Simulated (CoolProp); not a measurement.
CH2F2 (R32) at 354.87 K and 5.56 MPa is throttled through a valve to 0.654 MPa with no heat exchange. Each further row changes one setting.

The numbers come from the reference Helmholtz-energy equation of state, Tillner-Roth 1997 in CoolProp.

| case | temperature change (K) | final phase | final density (kg/m³) |
|---|---|---|---|
| as stated | (withheld) | two-phase, vapour fraction 0.942 | (withheld) |
| outlet pressure 0.196 MPa | -119.5 | two-phase, vapour fraction 0.978 | (withheld) |
| outlet pressure 0.85 MPa | -80.3 | (withheld) | 24.7 |

Question: What belongs in the gaps?

Answer: 
- as stated, temperature change (K): -88.3
- as stated, final density (kg/m³): 18.9
- outlet pressure 0.196 MPa, final density (kg/m³): 5.69
- outlet pressure 0.85 MPa, final phase: two-phase, vapour fraction 0.935
